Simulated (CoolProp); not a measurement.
Vapour-liquid equilibrium of methanol (1) + benzene (2) at 2.1 MPa; x and y are mole fractions of (1).

The numbers come from the multi-fluid Helmholtz-energy mixture model, de Reuck 1993 and Thol 2012; pair parameters Bell 2016 in CoolProp.

| x | bubble temperature (°C) | y at the bubble point | dew temperature at overall composition x (°C) | liquid density (mol/L) |
|---|---|---|---|---|
| 0.05 | 210.5 | 0.174 | 220.7 | 8.318 |
| 0.2 | 187.7 | 0.446 | 208.3 | 9.366 |
| 0.35 | ? | 0.565 | 195.8 | ? |
| 0.5 | 173.4 | 0.645 | 183.2 | 11.59 |
| 0.65 | ? | 0.725 | 173.1 | 13.19 |
| 0.8 | 168.5 | 0.822 | 168.8 | 15.31 |
| 0.95 | 167.9 | 0.950 | 167.9 | 18.12 |

Question: Fill in the missing entries.

Answer: 
- 0.35, bubble temperature (°C): 178.3
- 0.35, liquid density (mol/L): 10.37
- 0.65, bubble temperature (°C): 170.3

No azeotrope shows between x = 0.05 and 0.95.

The pair parameters rest on a limited set of measurements; away from them the model extrapolates.
